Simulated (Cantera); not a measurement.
A Cantera script and its output.

```python
import numpy as np
import cantera as ct

gas = ct.Solution("gri30.yaml")
gas.TPX = 1525, 500000, {'CO': 1, 'H2': 0.4, 'O2': 1.32, 'N2': 4.97}
reactor = ct.IdealGasReactor(gas, energy="on", clone=False)
net = ct.ReactorNet([reactor])
net.rtol, net.atol = 1e-08, 1e-16
show = ['CO', 'H2', 'O2', 'NO', 'CO2', 'H', 'OH']
times = np.geomspace(2e-06, 0.7, 14)

steps = ct.SolutionArray(gas, extra=["t"])
rows = []
print(f"{'t/s':>10s}{'T/K':>9s}{'P/Pa':>11s}" + "".join(f"{s:>11s}" for s in show))
for t in times:
    while net.time < t:
        t_next = net.step()
        steps.append(gas.state, t=t_next)
    rows.append([np.interp(t, steps.t, y) for y in (steps.T, steps.P, *steps(*show).X.T)])
    print(f"{t:10.3e}{rows[-1][0]:9.1f}{rows[-1][1]:11.4g}" + "".join(f"{x:11.3e}" for x in rows[-1][2:]))
rate = np.gradient(steps.T, steps.t)
print("integrator steps:", len(steps.t))
if steps.T.max() > steps.T[0] + 200:
    print(f"time of steepest temperature rise: {steps.t[rate.argmax()]:.4e} s")
gas.TPX = 1525, 500000, {'CO': 1, 'H2': 0.4, 'O2': 1.32, 'N2': 4.97}
gas.equilibrate("UV")
print(f"equilibrium (UV): T = {gas.T:.1f} K  " + "  ".join(f"{s} {gas[s].X[0]:.3e}" for s in show))
```

Result:

```
       t/s      T/K       P/Pa         CO         H2         O2         NO        CO2          H         OH
 2.000e-06   1525.1      5e+05  1.300e-01  5.190e-02  1.716e-01  4.414e-12  1.815e-05  4.704e-05  2.522e-05
 5.339e-06   1860.4  5.991e+05  1.066e-01  3.400e-03  1.266e-01  8.567e-06  2.578e-02  9.244e-03  8.546e-03
 1.425e-05   2600.4  8.023e+05  4.026e-02  2.431e-03  9.765e-02  2.316e-04  9.793e-02  3.414e-03  1.421e-02
 3.806e-05   2827.2  8.597e+05  2.390e-02  1.389e-03  9.271e-02  1.559e-03  1.163e-01  1.221e-03  1.213e-02
 1.016e-04   2829.9  8.598e+05  2.301e-02  1.346e-03  9.080e-02  5.043e-03  1.173e-01  1.148e-03  1.186e-02
 2.712e-04   2819.7  8.563e+05  2.259e-02  1.327e-03  8.750e-02  1.178e-02  1.178e-01  1.101e-03  1.149e-02
 7.242e-04   2808.2  8.523e+05  2.212e-02  1.307e-03  8.384e-02  1.924e-02  1.184e-01  1.051e-03  1.109e-02
 1.933e-03   2804.4   8.51e+05  2.196e-02  1.300e-03  8.264e-02  2.169e-02  1.185e-01  1.035e-03  1.096e-02
 5.161e-03   2804.3  8.509e+05  2.196e-02  1.300e-03  8.261e-02  2.176e-02  1.185e-01  1.034e-03  1.096e-02
 1.378e-02   2804.3  8.509e+05  2.196e-02  1.300e-03  8.261e-02  2.176e-02  1.185e-01  1.034e-03  1.096e-02
 3.679e-02   2804.3  8.509e+05  2.196e-02  1.300e-03  8.261e-02  2.176e-02  1.185e-01  1.034e-03  1.096e-02
 9.821e-02   2804.3  8.509e+05  2.196e-02  1.300e-03  8.261e-02  2.176e-02  1.185e-01  1.034e-03  1.096e-02
 2.622e-01   2804.3  8.509e+05  2.196e-02  1.300e-03  8.261e-02  2.176e-02  1.185e-01  1.034e-03  1.096e-02
 7.000e-01   2804.3  8.509e+05  2.196e-02  1.300e-03  8.261e-02  2.176e-02  1.185e-01  1.034e-03  1.096e-02
integrator steps: 1192
time of steepest temperature rise: 4.4496e-06 s
equilibrium (UV): T = 2804.3 K  CO 2.196e-02  H2 1.300e-03  O2 8.261e-02  NO 2.176e-02  CO2 1.185e-01  H 1.034e-03  OH 1.096e-02
```

Computed with Cantera and GRI-Mech 3.0 (53 species, 325 reactions). The hydrogen kinetics of GRI-Mech 3.0 are dated; newer H2 mechanisms differ, most at raised pressure.
